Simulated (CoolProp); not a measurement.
Toluene along the isobar 8.83 MPa: Z from the reference equation and from simpler models built on Tc = 591.7 K, pc = 4.126 MPa, ω = 0.266; each cubic takes its own stable root.

Model: reference Helmholtz-energy equation of state, Lemmon 2006, in CoolProp. It is a short technical equation, of lower accuracy than the large ones.

| T (K) | phase | reference | van der Waals | Redlich-Kwong | Peng-Robinson |
|---|---|---|---|---|---|
| 409.4 | liquid | 0.3121 | 0.5063 | ___ | 0.3065 |
| 414.4 | liquid | 0.3103 | 0.5027 | 0.3543 | 0.3047 |
| 419.4 | liquid | 0.3086 | 0.4992 | 0.3526 | 0.3031 |
| 424.4 | liquid | 0.3070 | 0.4958 | ___ | 0.3015 |
| 429.4 | liquid | 0.3055 | 0.4926 | 0.3494 | 0.3001 |
| 434.3 | liquid | 0.3041 | 0.4896 | 0.3480 | 0.2988 |
| 439.3 | liquid | 0.3027 | 0.4866 | 0.3467 | 0.2975 |
| 444.3 | liquid | 0.3015 | 0.4838 | 0.3454 | 0.2964 |
| 449.3 | liquid | 0.3003 | 0.4810 | 0.3443 | 0.2954 |
| 454.3 | liquid | 0.2992 | 0.4784 | 0.3433 | 0.2945 |
| 459.3 | liquid | 0.2981 | 0.4759 | 0.3424 | 0.2936 |
| 464.3 | liquid | 0.2972 | 0.4736 | 0.3416 | 0.2929 |
| 469.3 | liquid | 0.2963 | 0.4713 | 0.3409 | ___ |
| 474.3 | liquid | 0.2955 | 0.4691 | 0.3403 | 0.2919 |
| 479.2 | liquid | 0.2949 | 0.4671 | 0.3398 | 0.2915 |

Task: Some entries are withheld; supply them.

Result: 
- 409.4, Redlich-Kwong: 0.3562
- 424.4, Redlich-Kwong: 0.3509
- 469.3, Peng-Robinson: 0.2924
